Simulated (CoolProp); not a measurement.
Saturation properties of the fluoroketone C6F12O (FK-5-1-12).

Values from CoolProp's reference Helmholtz-energy equation of state, McLinden 2015.

| T (K) | p (kPa) | enthalpy of vaporisation (kJ/kg) | vapour Z |
|---|---|---|---|
| 299.5 | 42.75 | 94.47 | 0.9651 |
| 303 | 49.35 | 93.49 | 0.9613 |
| 306.6 | 56.97 | 92.48 | 0.9571 |
| 310.1 | 65.23 | 91.48 | ___ |
| 313.6 | 74.41 | 90.48 | 0.9482 |
| 317.2 | 84.89 | 89.43 | 0.9431 |
| 320.7 | 96.15 | ___ | 0.9378 |
| 324.3 | 108.9 | 87.32 | 0.9321 |
| 327.8 | 122.6 | 86.25 | 0.9262 |
| 331.4 | 137.9 | 85.14 | 0.9198 |
| 334.9 | 154.3 | ___ | 0.9133 |
| 338.5 | 172.6 | 82.89 | ___ |
| 342 | ___ | 81.75 | 0.8988 |
| 345.6 | 213.7 | 80.56 | 0.8909 |
| 349.1 | 236.5 | 79.37 | 0.8829 |

Some entries are withheld; supply them.


- 310.1, vapour Z: 0.9528
- 320.7, enthalpy of vaporisation (kJ/kg): 88.40
- 334.9, enthalpy of vaporisation (kJ/kg): 84.04
- 338.5, vapour Z: 0.9061
- 342, p (kPa): 192.0

It boils at 322.2 K under 1 atm.
